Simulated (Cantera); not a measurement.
A perfectly stirred reactor is fed with CH4 : O2 : N2 = 0.0048 : 0.033 : 1 (molar parts), equivalence ratio 0.29, at 4.93 atm; it is held at 1550 K, and followed from long to short residence time.

Model: GRI-Mech 3.0 (53 species, 325 reactions), integrated in Cantera.

x: mole fraction; the columns are a selection and need not sum to one.

```
τ (s)      x CH4    x O2    x C2H4     x CH2    x CO2
-------  -------  ------  --------  --------  -------
5.9      2.34e-7  0.0225  3.03e-11  5.35e-11  0.00462
1.7            ?  0.0225  1.54e-10  1.84e-10  0.00462
0.48     1.44e-6  0.0225  6.40e-10  6.24e-10  0.00461
0.14     3.34e-6  0.0226   2.15e-9   1.96e-9  0.00458
0.039          ?  0.0226         ?         ?  0.00452
0.011    1.79e-5  0.0227   1.63e-8   1.78e-8  0.00437
0.0032   3.93e-5  0.0228   3.64e-8   4.86e-8  0.00404
0.00092  8.76e-5  0.0232   8.60e-8   1.33e-7  0.00340
```

**Question.** Complete the blanks.

**Answer.** 
- 1.7, x CH4: 5.91e-7
- 0.039, x CH4: 7.84e-6
- 0.039, x C2H4: 6.44e-9
- 0.039, x CH2: 6.10e-9
